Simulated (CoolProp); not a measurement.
Values from CoolProp's reference Helmholtz-energy equation of state, Lemmon and Jacobsen 2000.

Problem. For R143a, give the phase and the density (kg/m³), expansivity (1/kK) at 279 K and 21.9 MPa; 298.4 K and 21.9 MPa; 375.8 K and 21.9 MPa.

Solution. 
- 279 K and 21.9 MPa: liquid; density 1090, expansivity 2.14
- 298.4 K and 21.9 MPa: liquid; density 1050, expansivity 2.30
- 375.8 K and 21.9 MPa: supercritical; density 847, expansivity 3.26
